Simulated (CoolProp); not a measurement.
Vapour-liquid equilibrium of ethanol (1) + n-octane (2) at 130.85 °C; x and y are mole fractions of (1).

Model: multi-fluid Helmholtz-energy mixture model, Schroeder 2014 and Beckmüller 2019; pair parameters Bell 2016, in CoolProp.

```json
[
 {"x": "0.05", "bubble pressure (MPa)": "0.2255", "y at the bubble point": "0.482", "dew pressure at overall composition x (MPa)": "0.1231", "liquid density (mol/L)": "5.468"},
 {"x": "0.2", "bubble pressure (MPa)": "0.4007", "y at the bubble point": "0.721", "dew pressure at overall composition x (MPa)": "0.1465", "liquid density (mol/L)": "6.030"},
 {"x": "0.35", "bubble pressure (MPa)": "0.4682", "y at the bubble point": "0.773", "dew pressure at overall composition x (MPa)": "0.1803", "liquid density (mol/L)": "6.752"},
 {"x": "0.5", "bubble pressure (MPa)": "0.5024", "y at the bubble point": "0.800", "dew pressure at overall composition x (MPa)": "0.2333", "liquid density (mol/L)": "7.710"},
 {"x": "0.65", "bubble pressure (MPa)": "0.5302", "y at the bubble point": "0.830", "dew pressure at overall composition x (MPa)": "0.3280", "liquid density (mol/L)": "9.017"},
 {"x": "0.8", "bubble pressure (MPa)": "0.5582", "y at the bubble point": "0.877", "dew pressure at overall composition x (MPa)": "0.5019", "liquid density (mol/L)": "10.86"},
 {"x": "0.95", "bubble pressure (MPa)": "0.5824", "y at the bubble point": "0.960", "dew pressure at overall composition x (MPa)": "0.5806", "liquid density (mol/L)": "13.53"}
]
```

No azeotrope shows between x = 0.05 and 0.95.

Pair parameters are fitted to limited data, so mixtures are less certain than the pure fluids. With so large a gap from Raoult's law the liquid may split in two, which this calculation doesn't test in full.
